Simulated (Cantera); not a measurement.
**Equilibrium for hydrogen reduction and annealing atmospheres: Fe2O3 + H2 + N2**

Charge: 1 mol Fe2O3, 9.3 mol H2, 0.51 mol N2.

Cantera equilibrium calculation (NASA polynomials, part measured and part estimated; ideal gas, pure solids and liquids). Candidate condensed phases: Fe, FeO, Fe(OH)2, Fe(OH)3, Fe2O3, Fe3O4, H2O; 27 gas species. Each liquid is taken as pure. Mutual solubility and eutectic melting of coexisting phases are not modelled. The tables' stoichiometric FeO is somewhat more stable than real wüstite, so its field is too wide. FeO: taken at fixed stoichiometry. Equilibrium is a limit: real reactors are often held back by kinetics, nucleation or transport.

Task: Map the stable condensed phases over T = 902, 977, 1052, 1127, 1202, 1277, 1352, 1427, 1502, 1577 °C and P in Pa = 10, 36, 130, 460, 1700, 6000, 22000, 77000, 280000, 1000000.

Result: 
```
T in °C \ P in Pa
              10      36     130     460    1700    6000   22000   77000  280000 1000000
   1577        A       B       C       C       C       C       C       C       C       C
   1502        A       C       C       C       C       C       C       C       C       C
   1427        C       C       C       C       C       C       C       C       C       C
   1352        C       C       C       C       C       C       C       C       C       C
   1277        C       C       C       C       C       C       C       C       C       C
   1202        C       C       C       C       C       C       C       C       C       C
   1127        C       C       C       C       C       C       C       C       C       C
   1052        C       C       C       C       C       C       C       C       C       C
    977        C       C       C       C       C       C       C       C       C       C
    902        C       C       C       C       C       C       C       C       C       C
```
A: gas only; B: FeO; C: Fe + FeO.
